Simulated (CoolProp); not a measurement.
CH2F2 (R32) along the isotherm 200.3 K: fugacity coefficient from the reference equation and from simpler models built on Tc = 351.3 K, pc = 5.783 MPa, ω = 0.277; each cubic takes its own stable root.

Computed with CoolProp (reference Helmholtz-energy equation of state, Tillner-Roth 1997).

```tsv
p (MPa)	phase	reference	Soave-Redlich-Kwong	Peng-Robinson
0.964	liquid	0.03137	0.03012	0.03109
1.93	liquid	0.01605	…	0.01595
2.89	liquid	0.01097	0.01068	0.01095
3.86	liquid	0.008412	0.008242	0.008421
4.82	liquid	…	0.006804	0.006927
5.78	liquid	…	0.005848	0.005934
6.75	liquid	0.005163	0.005163	…
7.71	liquid	…	…	…
8.67	liquid	0.004212	0.004269	0.004288
```

**Question.** Complete the blanks.

**Answer.** 
- 1.93, Soave-Redlich-Kwong: 0.01551
- 4.82, reference: 0.006897
- 5.78, reference: 0.005888
- 6.75, Peng-Robinson: 0.005221
- 7.71, reference: 0.004627
- 7.71, Soave-Redlich-Kwong: 0.004658
- 7.71, Peng-Robinson: 0.004695
